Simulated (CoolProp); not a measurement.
Saturated liquid density (kg/m³) of R152A: the reference equation beside estimates from Tc = 113.3 °C, pc = 4.517 MPa, ω = 0.275.

Model: reference Helmholtz-energy equation of state, Outcalt 1996, in CoolProp. It is a modified Benedict-Webb-Rubin equation, recast in Helmholtz form.

| T (°C) | reference | van der Waals | Redlich-Kwong | Peng-Robinson |
|---|---|---|---|---|
| 32.55 | 879.9 | … | 685.4 | 818.8 |
| 37.25 | 867.3 | 476.7 | … | 804.7 |
| 41.95 | 854.2 | 469.5 | 659.8 | 789.8 |
| 46.65 | 840.7 | 462.0 | 646.4 | 774.3 |
| 51.35 | 826.7 | 454.2 | 632.4 | 758.0 |
| 56.05 | 812.1 | 446.2 | 617.9 | 740.9 |
| 60.75 | 796.9 | 437.8 | 602.7 | 722.8 |
| 65.45 | 780.9 | 428.9 | 586.9 | 703.6 |
| 70.15 | 764.1 | 419.7 | 570.3 | 683.3 |
| 74.85 | 746.2 | 409.9 | 552.8 | 661.6 |
| 79.55 | 727.1 | 399.5 | 534.2 | 638.3 |
| 84.25 | 706.4 | … | 514.4 | 613.2 |
| 88.95 | 683.8 | 376.2 | 493.1 | 585.8 |
| 93.65 | … | 362.8 | 469.7 | 555.5 |
| 98.35 | 629.9 | 347.8 | 443.7 | 521.3 |

Task: Fill in the missing entries.

Result: 
- 32.55, van der Waals: 483.6
- 37.25, Redlich-Kwong: 672.8
- 84.25, van der Waals: 388.3
- 93.65, reference: 658.7

Absolute difference from the reference over all 15 rows, mean and median: van der Waals 45.0 and 45.0 %, Redlich-Kwong 25.2 and 24.8 %, Peng-Robinson 10.7 and 9.9 %.
